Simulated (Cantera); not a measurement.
Feed: 1 mol N2O, 0.18 mol H2O, 18 mol N2, equilibrated at 2198.15 K.

Cantera equilibrium calculation (NASA polynomials, part measured and part estimated; ideal gas, pure solids and liquids). Candidate condensed phases: H2O; 24 gas species. The ideal-gas law is rough above about 30 bar. The numbers say what is thermodynamically allowed, not how fast it happens.

At 5700000 Pa, list the 5 most abundant gas species with their mole fractions, and the condensed phases.

N2 0.963, O2 0.0230, H2O 0.00898, NO 0.00460, OH 0.000310. Condensed: gas only.
